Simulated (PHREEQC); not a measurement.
Nickel, zinc or cadmium bath

A solution holds 0.027 mol/kgw ZnSO4, 0.00028 mol/kgw H3BO3 and 0.013 mol/kgw FeSO4, at 25 °C. Closed to the air; pH follows from the charge balance.

Model: ion-association model, phreeqc.dat, run in PHREEQC.

This is a speciation only: nothing precipitates in the calculation.

Problem. Predict the pH.

Solution. pH 5.69.

Problem. In which forms is Fe present?

Solution. Fe+2 63 %, FeSO4 37 % of the Fe.

Complexes and solids missing from the database can't appear.
